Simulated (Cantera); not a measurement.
A perfectly stirred reactor is fed with N2O : O2 = 0.17 : 2.6 (molar parts), at 105 Torr; it is held at 1500 K, and followed from long to short residence time.

Model: GRI-Mech 3.0 (53 species, 325 reactions), integrated in Cantera. GRI-Mech 3.0 was tuned for natural gas; its chemistry of N2O as a main component is partial and can be far from experiment.

Task: Predict: x(N2O) at τ = 2.30 s; x(O2) at τ = 2.30 s; x(NO) at τ = 2.30 s; x(NO2) at τ = 2.30 s; x(O) at τ = 2.30 s; x(N2O) at τ = 27.0 ms; x(O2) at τ = 27.0 ms; x(NO) at τ = 27.0 ms; x(NO2) at τ = 27.0 ms; x(O) at τ = 27.0 ms.

Result: 
| Property | Value |
|---|---|
| x(N2O) at τ = 2.30 s | 0.00363 |
| x(O2) at τ = 2.30 s | 0.935 |
| x(NO) at τ = 2.30 s | 0.0113 |
| x(NO2) at τ = 2.30 s | 1.98e-5 |
| x(O) at τ = 2.30 s | 4.91e-5 |
| x(N2O) at τ = 27.0 ms | 0.0504 |
| x(O2) at τ = 27.0 ms | 0.938 |
| x(NO) at τ = 27.0 ms | 0.00262 |
| x(NO2) at τ = 27.0 ms | 3.60e-6 |
| x(O) at τ = 27.0 ms | 7.00e-5 |
